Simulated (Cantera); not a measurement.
Input: 1 mol CH2F2, 1.6 mol CH4, at 1248 K and 10.0 mbar.

Cantera equilibrium calculation (NASA polynomials, part measured and part estimated; ideal gas, pure solids and liquids). Candidate condensed phases: C, C6H6, C7H8, C8H18; 95 gas species. Rates play no part.

Base state: H2 0.615, HF 0.385, CH4 4.22e-5 (mole fractions); condensed: C(graphite).

Problem. What changes in the equilibrium state with this change: CH2F2 replaced by C2F6?

Solution. 
```
species            before    after
----------------  -------  -------
HF                  0.385    0.968
H2                  0.615   0.0323
CH4               4.22e-5  1.16e-7
C(graphite), mol     2.60     3.60
```
The feed counts by its element totals alone.
